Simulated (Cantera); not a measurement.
An isothermal, constant-pressure homogeneous reactor starts with H2 : O2 = 0.16 : 1 (molar parts), equivalence ratio 0.080, at 1075 K and 360 Pa.

Model: the H2/O2 subset of GRI-Mech 3.0, which has no nitrogen chemistry, integrated in Cantera. Radical loss at walls, strong at low pressure, is not modelled. The temperature is held fixed by assumption; the heat of reaction is taken as removed at once.

One state of this run: x H2 = 0.00185; x O2 = 0.829; x H = 0.0101; x H2O2 = 6.98e-8; x H2O = 0.137; x HO2 = 2.66e-6. x: mole fraction; the columns are a selection and need not sum to one.

Q: Which value of t (s) does it belong to?
A. 0.00182
B. 0.000737
C. 0.165
D. 0.0669

A: C, 0.165
